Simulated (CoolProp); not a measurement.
Properties of propane along the isobar 60.8 bar (Tc = 96.7 °C, pc = 42.51 bar, ω = 0.152).

Computed with CoolProp (reference Helmholtz-energy equation of state, Lemmon 2009).

| T (°C) | phase | Z | viscosity (µPa s) | conductivity (mW/(m K)) |
|---|---|---|---|---|
| -10.55 | liquid | 0.2226 | 151 | 116 |
| 18.35 | liquid | 0.2146 | 114 | 102 |
| 47.25 | liquid | 0.2126 | 86.2 | 89.6 |
| 76.15 | liquid | 0.2200 | 63.1 | 78.1 |
| 104.95 | supercritical | 0.2592 | 39.3 | 66.2 |
| 133.85 | supercritical | 0.5204 | 17.8 | 48.8 |
| 162.75 | supercritical | 0.6746 | 15.9 | 46.4 |
| 191.65 | supercritical | 0.7595 | 15.7 | 48.9 |
| 220.45 | supercritical | 0.8157 | 15.9 | 52.7 |
| 249.35 | supercritical | 0.8564 | 16.3 | 57.3 |

Viscosity comes from a separate model (Vogel 1998). Thermal conductivity comes from a separate model (Marsh 2002).
